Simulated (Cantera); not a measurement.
## Equilibrium for boron, boron nitride and boron oxide: BCl₃ + H₂O + N₂

A closed system holds: 1 mol BCl₃, 2 mol H₂O, 42 mol N₂, equilibrated at 10.0 Torr.

These are equilibrium values from Cantera (NASA tables, ideal gas, pure condensed phases), not measurements of a reactor. Candidate condensed phases: B, BN, B₂O₃, B₃O₃H₃, H₂O, NH₄Cl; 49 gas species. The tables' values for BOCl are old estimates; treat these amounts as uncertain. Gases not in the tables: H₃BO₃. Equilibrium is a limit: real reactors are often held back by kinetics, nucleation or transport.

From 948 K to 1348 K the condensed part is B₂O₃(l). From 1548 K to 2348 K nothing is condensed.

| T (K) | x N₂ | x HCl | x Cl | x HBO₂ | x H₂O | x H | x H₂ | n B₂O₃(l) |
|---|---|---|---|---|---|---|---|---|
| 948 | 0.923 | 0.0659 | 4.83e-7 | 7.51e-6 | 0.0110 | 2.68e-12 | 3.48e-7 | 0.499 |
| 1148 | 0.923 | 0.0659 | 1.35e-5 | 0.000345 | 0.0108 | 1.66e-9 | 7.12e-6 | 0.492 |
| 1348 | 0.921 | 0.0656 | 0.000133 | 0.00435 | 0.00879 | 1.65e-7 | 6.78e-5 | 0.398 |
| 1548 | 0.913 | 0.0642 | 0.000718 | 0.0154 | 0.00330 | 5.08e-6 | 0.000362 | 0 |
| 1748 | 0.912 | 0.0620 | 0.00262 | 0.0143 | 0.00393 | 7.15e-5 | 0.00130 | 0 |
| 1948 | 0.909 | 0.0570 | 0.00717 | 0.0131 | 0.00448 | 0.000571 | 0.00340 | 0 |
| 2148 | 0.903 | 0.0480 | 0.0156 | 0.0117 | 0.00489 | 0.00294 | 0.00661 | 0 |
| 2348 | 0.892 | 0.0353 | 0.0276 | 0.00910 | 0.00488 | 0.0105 | 0.00958 | 0 |
x: gas mole fraction; n: condensed amount in mol.
